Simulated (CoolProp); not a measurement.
Vapour-liquid equilibrium of n-pentane (1) + acetone (2) at 132 kPa; x and y are mole fractions of (1).

Computed with CoolProp (multi-fluid Helmholtz-energy mixture model, Thol 2019 and Lemmon 2006; pair parameters Bell 2016).

```tsv
x	bubble temperature (°C)	y at the bubble point	dew temperature at overall composition x (°C)	liquid density (mol/L)
0.05	56.6	0.245	62.6	12.51
0.125	49.7	0.438	60.4	12.12
0.2	45.8	0.535	58.1	11.71
0.275	43.6	0.590	55.6	11.29
0.35	42.3	0.624	53.0	10.89
0.425	41.5	0.647	50.2	10.51
0.5	41.0	0.666	47.2	10.16
0.575	40.7	0.684	44.2	9.830
0.65	40.4	0.703	41.4	9.525
0.725	40.3	0.728	40.3	9.243
0.8	40.4	0.763	40.8	8.982
0.875	41.0	0.817	41.8	8.736
0.95	42.3	0.905	43.1	8.498
```

y crosses x between x = 0.725 and 0.8: the model has an azeotrope there.

The pair parameters rest on a limited set of measurements; away from them the model extrapolates.
